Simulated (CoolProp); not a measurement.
CHF3 (R23) along the isobar 61 bar: fugacity coefficient from the reference equation and from simpler models built on Tc = 26.1 °C, pc = 48.32 bar, ω = 0.263; each cubic takes its own stable root.

The numbers come from the reference Helmholtz-energy equation of state, Penoncello 2003 in CoolProp.

| T (°C) | phase | reference |
|---|---|---|
| -123.15 | liquid | 0.0008684 |
| -103.55 | liquid | 0.004756 |
| -83.85 | liquid | 0.01725 |
| -64.25 | liquid | 0.04630 |
| -44.65 | liquid | 0.1004 |
| -25.05 | liquid | 0.1853 |
| -5.45 | liquid | 0.3017 |
| 14.15 | liquid | 0.4434 |
| 33.75 | supercritical | 0.5922 |
| 53.35 | supercritical | 0.6861 |
| 72.95 | supercritical | 0.7463 |
| 92.55 | supercritical | 0.7923 |
| 112.15 | supercritical | 0.8288 |
| 131.75 | supercritical | 0.8584 |
| 151.35 | supercritical | 0.8827 |
| 170.95 | supercritical | 0.9029 |

Problem. How far does each simpler model (van der Waals, Redlich-Kwong, Soave-Redlich-Kwong, Peng-Robinson) lie from the reference over these 16 states: mean and median of the absolute difference, and the worst?

Solution. 
- van der Waals: mean 367.4 %, median 13.0 %, worst +3487.1 % at -123.15 °C and 61 bar
- Redlich-Kwong: mean 35.6 %, median 5.6 %, worst +173.8 % at -123.15 °C and 61 bar
- Soave-Redlich-Kwong: mean 3.4 %, median 2.4 %, worst +6.5 % at -25.05 °C and 61 bar
- Peng-Robinson: mean 1.4 %, median 1.4 %, worst +2.6 % at -123.15 °C and 61 bar
